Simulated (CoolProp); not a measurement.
Vapour-liquid equilibrium of R13 (1) + propylene (2) at 6.95 °C; x and y are mole fractions of (1).

Values from CoolProp's multi-fluid Helmholtz-energy mixture model, Platzer 1990 and Lemmon 2013; pair parameters Bell 2016. This equation is an older, rougher fit; its heat capacities, sound speeds and derivatives of the liquid may be far off and weren't checked against measurements.

```csv
x,"bubble pressure, mixture model (kPa)","bubble pressure, Raoult's law (kPa)","y, mixture model","y, Raoult's law"
0.05,___,796.3,___,0.147
0.15,___,959.0,0.381,0.366
0.25,1276,1122,0.509,0.522
0.35,1451,1285,0.599,0.638
0.45,1609,1447,___,0.728
0.55,1754,1610,0.729,0.800
0.65,___,1773,0.786,0.859
0.75,___,1936,0.841,0.908
0.85,2155,2098,0.900,0.949
0.95,2281,2261,0.965,0.984
```

Q: Some entries are withheld; supply them.

A: 
- 0.05, bubble pressure, mixture model (kPa): 844.3
- 0.05, y, mixture model: 0.171
- 0.15, bubble pressure, mixture model (kPa): 1076
- 0.45, y, mixture model: 0.669
- 0.65, bubble pressure, mixture model (kPa): 1892
- 0.75, bubble pressure, mixture model (kPa): 2025

The largest gap from Raoult's law is +13.7 % in bubble pressure, at x = 0.25. No azeotrope shows between x = 0.05 and 0.95.

The pair parameters rest on a limited set of measurements; away from them the model extrapolates.
